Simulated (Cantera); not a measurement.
Thermodynamics of oxide etching and cleaning by halides, feed B₂O₃ + HCl + O₂

A closed system holds: 1 mol B₂O₃, 2.1 mol HCl, a varied amount of O₂, at 1250 K and 13.3 mbar.

Method: chemical equilibrium by Gibbs-energy minimisation in Cantera with the NASA 1993 tables (ideal gas, pure condensed phases). Candidate condensed phases: B, B₂O₃, B₃O₃H₃, H₂O; 33 gas species. Gases not in the tables: H₃BO₃. The numbers say what is thermodynamically allowed, not how fast it happens.

| n(O₂) (mol) | log p O₂ | log p HCl | log p H₂O | log p Cl₂ | log p Cl | log p HBO₂ | n B₂O₃(l) |
|---|---|---|---|---|---|---|---|
| 0.47 | -2.67 | -2.01 | -3.20 | -3.25 | -3.73 | -4.38 | 0.996 |
| 0.66 | -2.54 | -2.05 | -3.20 | -3.25 | -3.73 | -4.38 | 0.996 |
| 0.92 | -2.42 | -2.09 | -3.21 | -3.27 | -3.74 | -4.39 | 0.995 |
| 1.3 | -2.31 | -2.14 | -3.24 | -3.30 | -3.76 | -4.40 | 0.995 |
| 1.8 | -2.22 | -2.21 | -3.28 | -3.34 | -3.78 | -4.42 | 0.994 |
| 2.5 | -2.15 | -2.28 | -3.34 | -3.40 | -3.81 | -4.45 | 0.994 |
| 3.6 | -2.08 | -2.38 | -3.41 | -3.48 | -3.85 | -4.49 | 0.993 |
| 5 | -2.03 | -2.48 | -3.50 | -3.57 | -3.89 | -4.53 | 0.992 |
| 7 | -1.99 | -2.59 | -3.59 | -3.68 | -3.95 | -4.58 | 0.991 |
| 9.8 | -1.96 | -2.71 | -3.70 | -3.79 | -4.00 | -4.63 | 0.990 |
| 14 | -1.94 | -2.85 | -3.82 | -3.93 | -4.07 | -4.70 | 0.988 |
log p: log10 of the partial pressure in bar; n: condensed amount in mol.

From 0.47 mol O₂ to 14 mol O₂ the condensed part is B₂O₃(l).
